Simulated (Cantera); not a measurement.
A Cantera script and what it prints.

```python
import numpy as np
import cantera as ct

gas_names = """
    C CN CO CO2 C2 CCN CNC C2N2 C2O C3 C3O2 C4 C4N2 C5 Fe FeC5O5 FeO N NCO NO NO2 NO3 N2 N2O O O2 O3
""".split()
cond_names = """
    C(gr) Fe(a) Fe(c) Fe(d) Fe(L) FeC5O5(L) FeO(s) FeO(L) Fe2O3(s) Fe3O4(s)
""".split()


# ... load() reads the species with a 1 bar reference pressure and builds the phases ...
atoms = {
    'Fe(CO)5': {'Fe': 1, 'C': 5, 'O': 5},
    'CO': {'C': 1, 'O': 1},
    'N2': {'N': 2},
}
top_T = {'C(gr)': 4500, 'Fe2O3(s)': 1830, 'Fe3O4(s)': 1870}  # K; cautious upper limits of use, not melting points


# ... equilibrate(T, P, feed) seeds the gas with the atoms and calls Mixture.equilibrate('TP', solver="vcs", rtol=1e-11, max_steps=5000) ...
results = []
feed = {'Fe(CO)5': 1, 'CO': 0.11, 'N2': 13}  # mol
T = 723.15  # K
P = 160  # Pa
mix = equilibrate(T, P, feed)
results.append((T, P, feed, dict(zip(mix.species_names, mix.species_moles))))
print(gas.report(threshold=0.001))
for i in range(1, mix.n_phases):
    print(f"{mix.phase(i).name:16s} {mix.phase_moles(i):12.5e} mol")
```

Output:

```
       temperature   723.15 K
          pressure   160 Pa
           density   0.00077442 kg/m^3
  mean mol. weight   29.102 kg/kmol
   phase of matter   gas

                          1 kg             1 kmol
                     ---------------   ---------------
          enthalpy        -1.098e+06       -3.1953e+07  J
   internal energy       -1.3046e+06       -3.7966e+07  J
           entropy            9637.2        2.8046e+05  J/K
    Gibbs function       -8.0671e+06       -2.3477e+08  J
 heat capacity c_p            1108.4             32257  J/K
 heat capacity c_v             822.7             23942  J/K

                      mass frac. Y      mole frac. X     chem. pot. / RT
                     ---------------   ---------------   ---------------
                CO           0.15907           0.16527           -51.453
               CO2           0.10291           0.06805           -101.78
                N2           0.73803           0.76668           -30.803
     [  +24 minor]        1.4158e-19          7.25e-20

C(gr)             1.15387e+00 mol
Fe(a)             1.00000e+00 mol
FeC5O5(L)         0.00000e+00 mol
FeO(s)            0.00000e+00 mol
Fe2O3(s)          0.00000e+00 mol
Fe3O4(s)          0.00000e+00 mol
```

These are equilibrium values from Cantera (NASA tables, ideal gas, pure condensed phases), not measurements of a reactor. Condensed phases not in the tables: cementite and carbon dissolved in iron.
